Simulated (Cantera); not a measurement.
Charge: 1 mol Si₃N₄, 0.0048 mol H₂O, 7.6 mol H₂, held at 36.8 Torr.

These are equilibrium values from Cantera (NASA tables, ideal gas, pure condensed phases), not measurements of a reactor. Candidate condensed phases: H₂O, Si, SiO₂, Si₂N₂O, Si₃N₄; 35 gas species. Mutual solubility and eutectic melting of coexisting phases are not modelled. Gases not in the tables: Si₂H₆ and higher silanes. Equilibrium is a limit: real reactors are often held back by kinetics, nucleation or transport.

Which condensed phases are stable at each of these points (T (K)): 973, 1123, 1273, 1423, 1573, 1723, 1873, 2023, 2173?


```json
[
 {"T (K)": "973", "condensed phases": "Si₂N₂O(s) + Si₃N₄(s)", "Si condensed (%)": "100.0"},
 {"T (K)": "1123", "condensed phases": "Si₂N₂O(s) + Si₃N₄(s)", "Si condensed (%)": "100.0"},
 {"T (K)": "1273", "condensed phases": "Si₂N₂O(s) + Si₃N₄(s)", "Si condensed (%)": "100.0"},
 {"T (K)": "1423", "condensed phases": "Si₂N₂O(s) + Si₃N₄(s)", "Si condensed (%)": "100.0"},
 {"T (K)": "1573", "condensed phases": "Si(s) + Si₂N₂O(s) + Si₃N₄(s)", "Si condensed (%)": "100.0"},
 {"T (K)": "1723", "condensed phases": "Si(l) + Si₃N₄(s)", "Si condensed (%)": "99.8"},
 {"T (K)": "1873", "condensed phases": "Si(l)", "Si condensed (%)": "99.7"},
 {"T (K)": "2023", "condensed phases": "Si(l)", "Si condensed (%)": "99.3"},
 {"T (K)": "2173", "condensed phases": "Si(l)", "Si condensed (%)": "97.5"}
]
```

From 973 K to 1423 K the condensed part is Si₂N₂O(s) + Si₃N₄(s). At 1573 K the condensed part is Si(s) + Si₂N₂O(s) + Si₃N₄(s). At 1723 K the condensed part is Si(l) + Si₃N₄(s). From 1873 K to 2173 K the condensed part is Si(l).
